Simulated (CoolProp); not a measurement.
Vapour-liquid equilibrium of ethanol (1) + dimethyl carbonate (2) at 470 K; x and y are mole fractions of (1).

Values from CoolProp's multi-fluid Helmholtz-energy mixture model, Schroeder 2014 and Zhou 2011; pair parameters Bell 2016.

```tsv
x	bubble pressure, mixture model (MPa)	bubble pressure, Raoult's law (MPa)	y, mixture model	y, Raoult's law
0.05	1.446	1.350	0.137	0.104
0.2	1.869	1.579	0.384	0.355
0.35	2.183	1.808	0.529	0.542
0.5	2.420	2.038	0.636	0.688
0.65	2.601	2.267	0.732	0.803
0.8	2.731	2.496	0.832	0.898
0.95	2.799	2.726	0.952	0.977
```

The largest gap from Raoult's law is +20.7 % in bubble pressure, at x = 0.35. No azeotrope shows between x = 0.05 and 0.95.

The pair parameters rest on a limited set of measurements; away from them the model extrapolates.
